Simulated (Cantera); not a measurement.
A closed system holds: 1 mol LiOH, a varied amount of O2, equilibrated at 10.0 Torr.

Method: chemical equilibrium by Gibbs-energy minimisation in Cantera with the NASA 1993 tables (ideal gas, pure condensed phases). Candidate condensed phases: H2O, Li, LiH, LiOH, Li2O; 17 gas species. Equilibrium is a limit: real reactors are often held back by kinetics, nucleation or transport.

What condenses at these points (T in K, n(O2) in mol): (2273, 0.36); (1523, 0.063); (1223, 0.11); (1373, 6.4); (1823, 0.36)?


```csv
T (K),n(O2) in mol,condensed phases,Li condensed (%)
2273,0.36,gas only,0.0
1523,0.063,Li2O,82.8
1223,0.11,Li2O,99.4
1373,6.4,Li2O,87.5
1823,0.36,gas only,0.0
```
